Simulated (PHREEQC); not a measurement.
A solution holds 0.049 mol H2SO4, 0.014 mol CuSO4 and 0.0022 mol MgCl2 per kg of water, at 45 °C. Closed to the air; pH follows from the charge balance.

Model: ion-association model, wateq4f.dat, run in PHREEQC.

This is a speciation only: nothing precipitates in the calculation.

Problem. Predict the pH, ionic strength.

Solution. pH 1.35; ionic strength 0.101 mol/kgw.

Problem. In which forms is S present?

Solution. HSO4- 70 %, SO4-2 22 %, CuSO4 6.7 %, MgSO4 1.5 % of the S.

At this temperature some constants are extrapolated from 25 °C, and those without enthalpy data are left unchanged.
